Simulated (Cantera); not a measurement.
Thermodynamics of chlorosilane synthesis and conversion, feed SiCl4 + HCl + H2 + Cl2

A closed system holds: 1 mol SiCl4, 2.9 mol HCl, a varied amount of H2, 2.2 mol Cl2, held at 1173 K and 1.40 bar.

Method: chemical equilibrium by Gibbs-energy minimisation in Cantera with the NASA 1993 tables (ideal gas, pure condensed phases). Candidate condensed phases: Si; 19 gas species. The tables' values for SiCl3 are old estimates; treat these amounts as uncertain. The numbers say what is thermodynamically allowed, not how fast it happens.

From 0.4 mol H2 to 9.8 mol H2 nothing is condensed. The main Si-bearing gas is SiCl4 throughout.

```csv
n(H2) (mol),x HCl,x H2,x Cl2,x SiCl4
0.4,0.569,9.93e-10,0.276,0.154
1.4,0.760,4.60e-9,0.106,0.133
2.5,0.849,0.0347,1.76e-8,0.116
3.5,0.761,0.135,3.63e-9,0.104
4.6,0.683,0.224,1.77e-9,0.0926
5.6,0.625,0.290,1.14e-9,0.0844
6.7,0.572,0.350,7.90e-10,0.0768
7.7,0.530,0.397,6.00e-10,0.0710
8.8,0.491,0.441,4.63e-10,0.0655
9.8,0.461,0.476,3.77e-10,0.0612
```
x: gas mole fraction; nothing condenses.
